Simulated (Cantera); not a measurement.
What does this Cantera script print?

```python
import numpy as np
import cantera as ct

surf = ct.Interface("ptcombust.yaml", "Pt_surf")
gas = surf.adjacent["gas"]
gas.TPX = 625, 63000, {'H2': 0.0027, 'O2': 0.046, 'N2': 0.79, 'H2O': 0.096}
surf.TP = 625, 63000
reactor = ct.FlowReactor(gas, clone=False)
reactor.area = 0.0001  # m2
reactor.surface_area_to_volume_ratio = 170  # 1/m
reactor.mass_flow_rate = 1 * reactor.area * gas.density  # inlet velocity 1 m/s
reactor.energy_enabled = False
wall = ct.ReactorSurface(surf, reactor, clone=False)
net = ct.ReactorNet([reactor])
net.rtol, net.atol = 1e-8, 1e-16
show, cover = ['H2', 'O2', 'H2O'], ['PT(S)', 'H(S)', 'O(S)', 'OH(S)', 'CO(S)', 'C(S)']

rows = []
print(f"{'z/m':>9s}{'u/(m/s)':>9s}" + "".join(f"{s:>13s}" for s in show + cover))
for z in [5.4e-05, 9e-05, 0.00015, 0.00025, 0.00042, 0.0007, 0.0012, 0.0019, 0.0032, 0.0054]:
    net.advance(z)
    rows.append([reactor.speed, *gas[show].X, *surf[cover].coverages])
    print(f"{z:9.4g}{rows[-1][0]:9.3g}" + "".join(f"{x:13.4e}" for x in rows[-1][1:]))
```

Output:

```
      z/m  u/(m/s)           H2           O2          H2O        PT(S)         H(S)         O(S)        OH(S)        CO(S)         C(S)
  5.4e-05        1   2.8119e-03   4.9177e-02   1.0279e-01   9.6134e-02   1.9429e-08   8.7800e-01   2.5703e-02   8.9857e-25   2.2829e-28
    9e-05        1   2.7629e-03   4.9154e-02   1.0284e-01   9.4505e-02   1.8847e-08   8.7982e-01   2.5515e-02  -4.9510e-26  -4.7344e-30
  0.00015        1   2.6849e-03   4.9117e-02   1.0292e-01   9.1909e-02   1.7937e-08   8.8272e-01   2.5209e-02  -9.5376e-26  -1.8973e-29
  0.00025        1   2.5641e-03   4.9059e-02   1.0305e-01   8.7880e-02   1.6568e-08   8.8724e-01   2.4723e-02   2.7670e-26   1.4712e-29
  0.00042        1   2.3817e-03   4.8972e-02   1.0324e-01   8.1778e-02   1.4596e-08   8.9413e-01   2.3954e-02   1.8335e-25   2.1378e-29
   0.0007        1   2.1314e-03   4.8853e-02   1.0350e-01   7.3369e-02   1.2074e-08   9.0368e-01   2.2828e-02  -5.9258e-25  -1.0218e-28
   0.0012    0.999   1.7935e-03   4.8692e-02   1.0386e-01   6.1961e-02   9.0154e-09   9.1678e-01   2.1152e-02   4.5339e-25   2.2153e-28
   0.0019    0.999   1.4668e-03   4.8537e-02   1.0420e-01   5.0861e-02   6.4367e-09   9.2973e-01   1.9318e-02  -2.6758e-25  -7.8060e-29
   0.0032    0.999   1.0946e-03   4.8360e-02   1.0460e-01   3.8150e-02   3.9680e-09   9.4490e-01   1.6886e-02  -2.8375e-26  -2.5051e-30
   0.0054    0.999   7.6433e-04   4.8202e-02   1.0494e-01   2.6829e-02   2.2152e-09   9.5884e-01   1.4280e-02  -1.0483e-25  -4.6961e-29
```

Model: Deutschmann's 1995 Pt surface mechanism with GRI-Mech 3.0 gas chemistry, integrated in Cantera. Catalytic surfaces can have several steady states; this one follows from the mechanism file's or the stated starting coverage. Mass transfer to the wall is taken as infinitely fast.
